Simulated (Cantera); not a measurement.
# Reactions in the system Br-Ca-H

Standard-state values (1 bar) from the NASA 1993 polynomials, evaluated with Cantera. Values are per mole of reaction as written; species without (g) are pure solids or liquids, kept so even where they would boil at 1 bar.

2 HBr(g) + Ca(g) = CaBr₂ + H₂(g)

```
T (K)  ΔH° (kJ)  ΔS° (J/K)  ΔG° (kJ)  log10 K  condensed phases
-----  --------  ---------  --------  -------  ----------------
975      -768.3     -257.7    -517.0    27.70          CaBr₂(s)
1175     -728.7     -219.4    -471.0    20.94          CaBr₂(l)
1375     -717.5     -210.5    -428.0    16.26          CaBr₂(l)
1575     -706.5     -203.0    -386.7    12.82          CaBr₂(l)
1775     -695.5     -196.5    -346.7    10.20          CaBr₂(l)
1975     -684.6     -190.7    -308.0     8.15          CaBr₂(l)
2175     -673.8     -185.5    -270.4     6.49          CaBr₂(l)
2375     -663.2     -180.8    -233.8     5.14          CaBr₂(l)
2575     -652.6     -176.5    -198.1     4.02          CaBr₂(l)
```
